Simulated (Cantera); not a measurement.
# Moist CO burnout

A perfectly stirred reactor is fed with CO : O2 : H2O : N2 = 0.001 : 0.039 : 0.0093 : 1 (molar parts), equivalence ratio 0.013, at 1.09 atm; it is held at 1098 K, and followed from long to short residence time.

Computed with Cantera and GRI-Mech 3.0 (53 species, 325 reactions).

```tsv
τ (s)	x CO	x O2	x H2O	x OH	x H	x NO
16	1.28e-5	0.0367	0.00887	1.53e-6	1.18e-9	6.42e-9
6.3	2.49e-5	0.0367	0.00887	1.97e-6	2.93e-9	4.76e-9
2.5	4.80e-5	0.0367	0.00887	2.50e-6	7.16e-9	3.20e-9
1.0	9.13e-5	0.0368	0.00886	3.13e-6	1.70e-8	2.03e-9
0.40	0.000168	0.0368	0.00886	3.86e-6	3.84e-8	1.20e-9
0.16	0.000292	0.0368	0.00886	4.67e-6	8.01e-8	6.40e-10
0.065	0.000460	0.0369	0.00886	5.43e-6	1.45e-7	2.95e-10
0.026	0.000649	0.0370	0.00886	5.94e-6	2.19e-7	1.11e-10
0.010	0.000811	0.0371	0.00886	5.75e-6	2.55e-7	3.12e-11
0.0042	0.000903	0.0371	0.00886	4.37e-6	2.00e-7	6.16e-12
0.0017	0.000948	0.0372	0.00886	1.08e-6	4.50e-8	<1e-12
```
x: mole fraction; the columns are a selection and need not sum to one.
